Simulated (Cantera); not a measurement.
Source: NASA polynomial tables (part measured, part estimated), evaluated in Cantera. Values are per mole of reaction as written; species without (g) are pure solids or liquids, kept so even where they would boil at 1 bar.

a) Ni + S₂(g) = NiS₂
b) 1.5 Ni + S₂(g) = 0.5 Ni₃S₄
c) 2 Pb + S₂(g) = 2 PbS(g)
d) 2 H₂(g) + S₂(g) = 2 H₂S(g)
e) 2 Ca + S₂(g) = 2 CaS
f) 2 Ba + S₂(g) = 2 BaS
g) 2 Ni + S₂(g) = 2 NiS

Question: Order these by ΔG° at 423 K, most negative first.

Answer: e (-990 kJ), f (-973 kJ), g (-227 kJ), b (-203 kJ), a (-181 kJ), d (-136 kJ), c (74 kJ)
